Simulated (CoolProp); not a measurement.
A single-stage vapour-compression cycle with propane: evaporating at 213.15 K (dew point), condensing at 239.15 K (bubble point), superheat 5 K, subcooling 2 K, compressor efficiency 0.75, no pressure losses. Each further row changes one setting.

The numbers come from the reference Helmholtz-energy equation of state, Lemmon 2009 in CoolProp.

```tsv
case	cooling COP	pressure ratio	discharge temperature (K)	refrigerating effect (kJ/kg)	volumetric capacity (kJ/m³)
as stated	___	3.35	269.1	397	420
evaporating temperature 218.15 K	7.28	2.59	263.5	403	541
condensing temperature 234.15 K	7.11	2.72	260.1	408	432
subcooling 7 K	___	3.35	269.1	408	432
superheat 15 K	5.58	3.35	___	411	414
compressor efficiency 0.65	___	3.35	275.8	397	420
```

Problem. Fill in the missing entries.

Solution. 
- as stated, cooling COP: 5.65
- subcooling 7 K, cooling COP: 5.81
- superheat 15 K, discharge temperature (K): 279.7
- compressor efficiency 0.65, cooling COP: 4.89
